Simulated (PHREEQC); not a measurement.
2.7 g of hydrous ferric oxide (600 m²/g; 0.2 weak and 0.005 strong sites per Fe, Dzombak-Morel constants, diffuse double layer) in 1 kg of water with 0.005 mol/kgw of an inert sodium salt and 2.3e-05 mol ZnCl2, at 25 °C; the pH is set by adding NaOH or the inert anion's acid. Oxygen is held at 0.21 atm. The system is closed to CO2. Nothing may precipitate in this run.

Base run: PHREEQC, ion-association model, wateq4f.dat. Each further column changes one thing. The table gives surface charge σ (C/m²).

```tsv
pH	base	background salt from 0.005 to 0.0005 mol/kgw	oxide from 2.7 to 14 g/kgw	0.0073 mol/kgw BaCl2 added
4	0.196	0.136	0.237	0.269
5.5	0.062	0.028	0.071	…
6.5	0.023	0.008	0.025	0.048
8	0.001	0.000	0.001	0.005
9.5	-0.018	…	…	-0.008
10.5	-0.051	-0.026	-0.058	-0.009
12	-0.219	-0.204	-0.240	-0.012
```

Q: Some entries are withheld; supply them.

A: 
- 5.5, 0.0073 mol/kgw BaCl2 added: 0.109
- 9.5, background salt from 0.005 to 0.0005 mol/kgw: -0.007
- 9.5, oxide from 2.7 to 14 g/kgw: -0.019

 In at least one series the solution becomes supersaturated in solids that the run did not let form, among them Zn(OH)2-e.
